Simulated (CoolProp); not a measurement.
A closed Brayton cycle with nitrogen: compressor inlet 306.15 K and 3 MPa, high pressure 9.48 MPa, turbine inlet 720 K, compressor efficiency 0.89, turbine efficiency 0.85, recuperator effectiveness 0.8 (on enthalpy, no pinch check). Each further row changes one setting.

Model: reference Helmholtz-energy equation of state, Span 2000, in CoolProp.

```tsv
case	thermal efficiency (%)	net work (kJ/kg)	compressor to turbine work	compressor exit (K)	turbine exit (K)
as stated	19.9	42.0	0.77	441.6	553.9
turbine inlet 670 K	15.3	29.0	0.83	441.6	514.0
compressor inlet 316.15 K	17.9	37.2	0.80	455.8	553.9
high pressure 8.06 MPa	21.5	42.5	0.74	419.7	574.6
recuperator effectiveness 0.5	17.0	42.0	0.77	441.6	553.9
```
